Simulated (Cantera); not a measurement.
What does this Cantera script print?

```python
import numpy as np
import cantera as ct

gas_names = """
    H H2 Pb Pb2
""".split()
cond_names = """
    Pb(cr) Pb(L)
""".split()


# ... load() reads the species with a 1 bar reference pressure and builds the phases ...
atoms = {
    'Pb': {'Pb': 1},
    'H2': {'H': 2},
}
top_T = {}  # K; cautious upper limits of use, not melting points


# ... equilibrate(T, P, feed) seeds the gas with the atoms and calls Mixture.equilibrate('TP', solver="vcs", rtol=1e-11, max_steps=5000) ...
results = []
feed = {'Pb': 1, 'H2': 49}  # mol
T = 625  # K
P = 101325  # Pa
mix = equilibrate(T, P, feed)
results.append((T, P, feed, dict(zip(mix.species_names, mix.species_moles))))
print(gas.report(threshold=1e-06))
for i in range(1, mix.n_phases):
    print(f"{mix.phase(i).name:16s} {mix.phase_moles(i):12.5e} mol")
```

Output:

```
       temperature   625 K
          pressure   1.0132e+05 Pa
           density   0.039309 kg/m^3
  mean mol. weight   2.016 kg/kmol
   phase of matter   gas

                          1 kg             1 kmol
                     ---------------   ---------------
          enthalpy        4.7391e+06         9.554e+06  J
   internal energy        2.1614e+06        4.3574e+06  J
           entropy             75492        1.5219e+05  J/K
    Gibbs function       -4.2444e+07       -8.5567e+07  J
 heat capacity c_p             14514             29260  J/K
 heat capacity c_v             10390             20946  J/K

                      mass frac. Y      mole frac. X     chem. pot. / RT
                     ---------------   ---------------   ---------------
                H2                 1                 1           -16.466
     [   +3 minor]        2.3647e-09        2.3008e-11

Pb(L)             1.00000e+00 mol
```

Equilibrium computed with Cantera from the NASA thermochemical tables; the gas is ideal and each condensed phase is pure.
